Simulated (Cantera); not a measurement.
Thermodynamics of aluminium nitride and oxide growth, feed AlI3 + N2O + N2

Feed: 1 mol AlI3, 4.5 mol N2O, 2.3 mol N2, held at 1548.15 K and 65000 Pa.

Cantera equilibrium calculation (NASA polynomials, part measured and part estimated; ideal gas, pure solids and liquids). Candidate condensed phases: Al, AlI3, AlN, Al2O3, I2; 21 gas species. Kinetics and transport are ignored.

```
Property                             Result
--------------------------------  ---------
x(N2)                                 0.611
x(I)                                  0.237
x(O2)                                 0.134
x(I2)                                0.0164
x(NO)                               0.00108
x(O)                                3.48e-6
x(NO2)                              3.26e-6
n(Al2O3(s))                       0.500 mol
gas amount                        11.12 mol
log10 activity of I2(l) (absent)      -4.22
log10 activity of Al(l) (absent)     -19.12
```
